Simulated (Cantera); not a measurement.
A jet of 1.47 % H2, 8.96 % O2, 89.6 % N2 at 300 K and 38.3 Torr hits a platinum plate 4.5 cm away at a mass flux of 0.04 kg/m²/s; the plate temperature is set and raised in steps from an oxygen-covered start.

Computed with Cantera and Deutschmann's 1995 Pt surface mechanism with GRI-Mech 3.0 gas chemistry. Catalytic surfaces can have several steady states; this one follows from the mechanism file's or the stated starting coverage.

x: mole fraction at the wall; θ: surface coverage.

| plate T (K) | wall x H2 | wall x O2 | wall x H2O | wall x OH | θ free Pt | θ O* | θ OH* |
|---|---|---|---|---|---|---|---|
| 700 | (withheld) | 0.0760 | 0.0245 | <1e-8 | 0.0612 | 0.937 | 0.00168 |
| 750 | (withheld) | 0.0755 | 0.0252 | <1e-8 | 0.0848 | 0.914 | 0.00143 |
| 800 | (withheld) | 0.0751 | 0.0260 | <1e-8 | 0.128 | 0.871 | 0.00131 |
| 850 | (withheld) | 0.0748 | 0.0264 | 1.29e-8 | 0.185 | 0.814 | 0.00119 |
| 900 | (withheld) | 0.0746 | 0.0267 | 4.04e-8 | 0.250 | 0.749 | 0.00106 |
| 950 | (withheld) | 0.0745 | 0.0268 | 1.12e-7 | 0.319 | 0.680 | 0.000937 |
| 1000 | (withheld) | 0.0745 | 0.0267 | 2.76e-7 | 0.390 | 0.609 | 0.000814 |
| 1050 | (withheld) | 0.0746 | 0.0265 | 6.26e-7 | 0.460 | 0.539 | 0.000702 |

**Question.** Some entries are withheld; supply them.

**Answer.** 
- 700, wall x H2: 0.00205
- 750, wall x H2: 0.00160
- 800, wall x H2: 0.00114
- 850, wall x H2: 0.000837
- 900, wall x H2: 0.000647
- 950, wall x H2: 0.000527
- 1000, wall x H2: 0.000448
- 1050, wall x H2: 0.000393
